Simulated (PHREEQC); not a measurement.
Synthetic water in mg/kgw, 25 °C, pH 2.03, pe 9.3: Na 90.5; K 48.2; Ca 175; Mg 11.8; Cl 25.2; S(6) as SO4 1550; Ni 4.2; B 0.072.

Valence states are taken as typed.

The numbers come from PHREEQC with the ion-association model, wateq4f.dat.

No solid was allowed to form.

Q: Estimate the ionic strength, charge-balance error.

A: ionic strength 0.0360 mol/kgw; charge-balance error -4.4 %.

Q: In which forms is S present?

A: SO4-2 57 %, HSO4- 31 %, CaSO4 8.6 %, MgSO4 1.1 %, CaHSO4+ 0.6 %, NaSO4- 0.6 % of the S.
